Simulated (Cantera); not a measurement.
Standard-state values (1 bar) from the NASA 1993 polynomials, evaluated with Cantera. Values are per mole of reaction as written; species without (g) are pure solids or liquids, kept so even where they would boil at 1 bar.

PbO(g) + PbS + C = COS(g) + 2 Pb(g)

| T (K) | ΔH° (kJ) | ΔS° (J/K) | ΔG° (kJ) | log10 K | condensed phases |
|---|---|---|---|---|---|
| 798 | (withheld) | (withheld) | (withheld) | (withheld) | PbS(s), C(graphite) |
| 998 | 271.3 | 231.3 | 40.5 | -2.12 | PbS(s), C(graphite) |
| 1198 | (withheld) | (withheld) | (withheld) | (withheld) | PbS(s), C(graphite) |
| 1398 | 245.3 | 211.7 | -50.6 | 1.89 | PbS(l), C(graphite) |
| 1598 | (withheld) | (withheld) | (withheld) | (withheld) | PbS(l), C(graphite) |
| 1798 | (withheld) | (withheld) | (withheld) | (withheld) | PbS(l), C(graphite) |

Fill in the missing entries.


- 798, ΔH° (kJ): 274.4
- 798, ΔS° (J/K): 234.7
- 798, ΔG° (kJ): 87.1
- 798, log10 K: -5.70
- 1198, ΔH° (kJ): 267.9
- 1198, ΔS° (J/K): 228.2
- 1198, ΔG° (kJ): -5.4
- 1198, log10 K: 0.24
- 1598, ΔH° (kJ): 240.3
- 1598, ΔS° (J/K): 208.3
- 1598, ΔG° (kJ): -92.6
- 1598, log10 K: 3.03
- 1798, ΔH° (kJ): 235.8
- 1798, ΔS° (J/K): 205.7
- 1798, ΔG° (kJ): -134.0
- 1798, log10 K: 3.89
